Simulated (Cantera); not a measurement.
An isothermal, constant-pressure homogeneous reactor starts with NH3 : N2 : H2 = 1 : 2.4 : 0.18 (molar parts), at 1625 K and 68000 Pa.

Detailed kinetics in Cantera: the gas-phase N/H chemistry of the illustrative SiF4/NH3 mechanism in the Surface Chemkin manual (1991). Walls and surfaces, which speed up NH3 decomposition in real reactors, are not modelled.

**Question.** Predict: x(NH3) at 2.00 s; x(NH2) at 2.00 s; x(N) at 2.00 s; x(N2H4) at 2.00 s; x(NH) at 2.00 s; x(N2) at 2.00 s.

**Answer.** 
```
Property                                             Result
-----------------  ----------------------------------------
x(NH3) at 2.00 s      0.208 (gas-phase equilibrium 5.20e-6)
x(NH2) at 2.00 s    5.08e-5 (gas-phase equilibrium 1.79e-9)
x(N) at 2.00 s     1.35e-8 (gas-phase equilibrium 1.12e-12)
x(N2H4) at 2.00 s    3.58e-8 (gas-phase equilibrium <1e-12)
x(NH) at 2.00 s    3.38e-7 (gas-phase equilibrium 1.78e-11)
x(N2) at 2.00 s         0.661 (gas-phase equilibrium 0.633)
```
